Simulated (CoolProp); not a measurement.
A single-stage vapour-compression cycle with c-C4F8 (RC318): evaporating at 252.15 K (dew point), condensing at 298.15 K (bubble point), superheat 2 K, subcooling 0 K, compressor efficiency 0.65, no pressure losses. Each further row changes one setting.

The numbers come from the reference Helmholtz-energy equation of state, Platzer 1990 in CoolProp. This equation is an older, rougher fit; its heat capacities, sound speeds and derivatives of the liquid may be far off and weren't checked against measurements.

```
case                              cooling COP  pressure ratio  discharge temperature (K)  refrigerating effect (kJ/kg)  volumetric capacity (kJ/m³)
--------------------------------  -----------  --------------  -------------------------  ----------------------------  ---------------------------
as stated                                2.61            6.01                      298.2                          74.7                          378
evaporating temperature 257.15 K         3.11            4.76                      298.2                          78.1                          491
condensing temperature 293.15 K          3.08            5.11                      293.2                          80.3                          406
subcooling 5 K                           2.81            6.01                      298.2                          80.2                          406
superheat 12 K                           2.71            6.01                      307.8                          82.0                          397
compressor efficiency 0.55               2.21            6.01                      303.3                          74.7                          378
```

The compression ends wet for: as stated; evaporating temperature 257.15 K; condensing temperature 293.15 K; subcooling 5 K.
